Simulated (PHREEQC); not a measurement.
PHREEQC input (Pitzer model, pitzer.dat):

```
SOLUTION 1
  temp 25
  units mol/kgw
  pH 7 charge
  Cl 0.14
  Na 0.14
  S(6) 0.0036
  Mg 0.0036
END
USE solution 1
INCREMENTAL_REACTIONS false
REACTION 1
  H2O -1
  0 9.886 18.011 24.689 30.178 34.689 38.397 41.444
  43.949 46.007 47.699 49.089 50.232 51.172 51.944 52.578
  53.1 53.528 53.88 54.17 54.408 54.603 54.764 54.896
  55.005 55.094 55.168 55.228 moles
EQUILIBRIUM_PHASES 1
  Bischofite 0 0
  Bloedite 0 0
  Brucite 0 0
  Epsomite 0 0
  Halite 0 0
  Hexahydrite 0 0
  Kieserite 0 0
  Mirabilite 0 0
  Thenardite 0 0
  MgCl2_4H2O 0 0
SELECTED_OUTPUT 1
  -reset false
  -pH true
  -pe true
  -ionic_strength true
  -water true
  -activities H2O
  -totals Cl Mg Na S
  -molalities H+ Na+ Mg+2 Cl- SO4-2 OH- HSO4- MgOH+
  -equilibrium_phases Bischofite Bloedite Brucite Epsomite Halite Hexahydrite Kieserite Mirabilite Thenardite MgCl2_4H2O
PRINT
  -reset false
END
```

Selected output (columns that matter, 11 of 28 rows; water left (kg) added in front):

```
water left (kg)	pH	mu	Cl	Mg	Na	S	m_H+	m_Na+	m_Mg+2	m_Cl-	m_SO4-2	m_OH-	la_H2O	Halite
1	6.9668	0.1544	0.14	0.0036	0.14	0.0036	1.3643e-07	0.14	0.0036	0.14	0.0036	1.2996e-07	-0.0020669	0
0.555203	6.9485	0.2781	0.25216	0.0064841	0.25216	0.0064841	1.4364e-07	0.25216	0.0064841	0.25216	0.0064841	1.3429e-07	-0.0036977	0
0.375043	6.9298	0.41169	0.37329	0.0095989	0.37329	0.0095989	1.4828e-07	0.37329	0.0095989	0.37329	0.0095989	1.3601e-07	-0.0054665	0
0.208215	6.8845	0.74154	0.67238	0.01729	0.67238	0.01729	1.5443e-07	0.67238	0.01729	0.67238	0.01729	1.3434e-07	-0.0099037	0
0.115613	6.7979	1.3355	1.2109	0.031138	1.2109	0.031138	1.5976e-07	1.2109	0.031138	1.2109	0.031138	1.2186e-07	-0.018245	0
0.0641769	6.6144	2.4059	2.1815	0.056095	2.1815	0.056095	1.7005e-07	2.1815	0.056095	2.1815	0.056095	8.897e-08	-0.03478	0
0.0433504	6.377	3.5617	3.2295	0.083044	3.2295	0.083044	1.906e-07	3.2295	0.083044	3.2295	0.083044	5.534e-08	-0.055287	0
0.0240733	5.7343	6.4138	5.8156	0.14954	5.8156	0.14954	2.611e-07	5.8156	0.14954	5.8156	0.14954	1.3886e-08	-0.11996	0
0.0133718	5.6285	6.9946	5.9177	0.26922	5.9177	0.26922	3.0084e-07	5.9177	0.26922	5.9177	0.26922	1.187e-08	-0.12745	0.06087
0.00902992	5.582	7.4074	5.8127	0.39867	5.8127	0.39867	3.2961e-07	5.8127	0.39867	5.8127	0.39867	1.1664e-08	-0.12944	0.087512
0.00501235	5.4942	8.4198	5.5469	0.71823	5.5469	0.71823	3.8225e-07	5.5469	0.71822	5.5469	0.71822	1.1765e-08	-0.1343	0.1122
```
